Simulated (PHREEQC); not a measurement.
Make-up at 25 °C: 0.0051 mol/kgw CaSO4 and 0.067 mol/kgw RbOH. Closed to the air; pH follows from the charge balance.

Equilibrium calculation in PHREEQC: ion-association model, wateq4f.dat.

No solid was allowed to form.

### Question
Estimate the pH.

### Answer
pH 12.71.

### Question
In which forms is S present?

### Answer
SO4-2 91 %, CaSO4 9.4 % of the S.
